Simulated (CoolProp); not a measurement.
Vapour-liquid equilibrium of n-pentane (1) + cyclohexane (2) at 0.4 MPa; x and y are mole fractions of (1).

The numbers come from the multi-fluid Helmholtz-energy mixture model, Thol 2019 and Zhou 2014; pair parameters Bell 2016 in CoolProp.

| x | bubble temperature, mixture model (K) | bubble temperature, Raoult's law (K) | y, mixture model | y, Raoult's law |
|---|---|---|---|---|
| 0.05 | 402.9 | 403.2 | 0.133 | 0.138 |
| 0.15 | 394.7 | 395.3 | 0.342 | 0.355 |
| 0.25 | 387.8 | 388.5 | 0.496 | 0.516 |
| 0.35 | 381.9 | 382.6 | 0.614 | 0.638 |
| 0.45 | 376.8 | 377.3 | 0.706 | 0.732 |
| 0.55 | 372.3 | 372.6 | 0.781 | 0.806 |
| 0.65 | 368.2 | 368.4 | 0.843 | 0.865 |
| 0.75 | 364.5 | 364.6 | 0.896 | 0.913 |
| 0.85 | 361.1 | 361.1 | 0.941 | 0.953 |
| 0.95 | 358.0 | 358.0 | 0.982 | 0.986 |

The largest gap from Raoult's law is -0.7 K in bubble temperature, at x = 0.25. No azeotrope shows between x = 0.05 and 0.95.

The pair parameters rest on a limited set of measurements; away from them the model extrapolates.
